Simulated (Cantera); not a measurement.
**Transport properties of process gases**

Gas mixture: N₂O = 0.7 (molar parts), at 0.257 atm, frozen composition.

Cantera's kinetic-theory transport with the Lennard-Jones parameters of GRI-Mech 3.0, ideal gas; thermal conductivity in the multicomponent form.

```tsv
T (K)	ρ (kg/m³)	cp (J/kg/K)	μ (µPa s)	λ (mW/m/K)	Pr	D (cm²/s) CH₄	D (cm²/s) N₂	D (cm²/s) C₂H₂
400	0.344	970.3	19.5	25.3	0.746	1.13	1.03	0.819
500	0.275	1043	23.6	33.0	0.745	1.69	1.53	1.24
600	0.229	1101	27.3	40.4	0.744	2.34	2.09	1.72
700	0.197	1150	30.8	47.7	0.743	3.06	2.73	2.25
800	0.172	1192	34.0	54.7	0.742	3.85	3.43	2.85
900	0.153	1227	37.1	61.4	0.741	4.71	4.19	3.49
1000	0.138	1255	40.0	67.9	0.740	5.64	5.01	4.19
```
D: mixture-averaged diffusion coefficient of that species in the mixture.
